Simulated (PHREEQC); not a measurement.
Make-up at 6.7 °C: 12 mmol/kgw NaHCO3, 24 mmol/kgw Na2SO4 and 0.058 mmol/kgw KCl. Closed to the air; pH follows from the charge balance.

Computed with PHREEQC (ion-association model, phreeqc.dat).

The pH comes out as 8.29. The ionic strength comes out as 0.0794 mol/kgw and the specific conductance is 3380 µS/cm. The density is 1.004 g/cm³ and the total alkalinity is 12.0 meq/kg.

| species | molality | activity | log γ |
|---|---|---|---|
| Na+ | 0.0575 | 0.0462 | -0.095 |
| SO4-2 | 0.0217 | 0.00894 | -0.386 |
| HCO3- | 0.0114 | 0.00923 | -0.093 |
| NaSO4- | 0.00227 | 0.00183 | -0.093 |
| NaHCO3 | 0.000263 | 0.000268 | 0.008 |
| CO2 | 0.000147 | 0.000149 | 0.008 |
| CO3-2 | 0.000125 | 5.29e-5 | -0.373 |

No solid was allowed to form. Away from 25 °C the constants follow the database's enthalpies or fits; those with neither stay at their 25 °C values.
